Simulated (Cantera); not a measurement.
Feed: 1 mol FeS2, 0.094 mol SO2, 1.8 mol H2O, held at 850 °C and 0.100 bar.

Method: chemical equilibrium by Gibbs-energy minimisation in Cantera with the NASA 1993 tables (ideal gas, pure condensed phases). Candidate condensed phases: Fe, FeO, Fe(OH)2, Fe(OH)3, FeS, FeSO4, FeS2, Fe2O3, Fe2(SO4)3, Fe3O4, H2O, H2SO4, S; 22 gas species. FeS: taken at fixed stoichiometry. Gases not in the tables: S3 to S7. Kinetics and transport are ignored.

Base state: H2O 0.661, S2 0.142, SO2 0.0907, H2S 0.0863, H2 0.0175, S2O 0.00217, SH 0.000109, SO 0.000108 (mole fractions); condensed: FeS(s).

Q: What changes in the equilibrium state with this change: temperature from 850 °C to 552 °C?

A: 
```json
[
 {"species": "H2O", "before": "0.661", "after": "0.912"},
 {"species": "SO2", "before": "0.0907", "after": "0.0606"},
 {"species": "H2S", "before": "0.0863", "after": "0.0226"},
 {"species": "S2", "before": "0.142", "after": "0.00360"},
 {"species": "H2", "before": "0.0175", "after": "0.000894"},
 {"species": "SH", "before": "0.000109", "after": "2.19e-7"},
 {"species": "SO", "before": "0.000108", "after": "3.17e-7"},
 {"species": "S2O", "before": "0.00217", "after": "0.000131"},
 {"species": "FeS(s), mol", "before": "1.00", "after": "0.0804"},
 {"species": "FeS2(s), mol", "before": "0", "after": "0.920"}
]
```

Q: What changes in the equilibrium state with this change: FeS2 replaced by MgCO3?

A: 
```
species        before    after
-----------  --------  -------
H2O             0.661    0.622
CO2                 0    0.346
SO2            0.0907   0.0325
S2              0.142    <1e-9
H2S            0.0863    <1e-9
H2             0.0175  4.52e-6
S2O           0.00217    <1e-9
SH           0.000109    <1e-9
FeS(s), mol      1.00        0
MgO(s), mol         0     1.00
```
Further candidate phases: C, C6H6, C7H8, C8H18, Mg, MgCO3, MgO, Mg(OH)2, MgS, MgSO4.
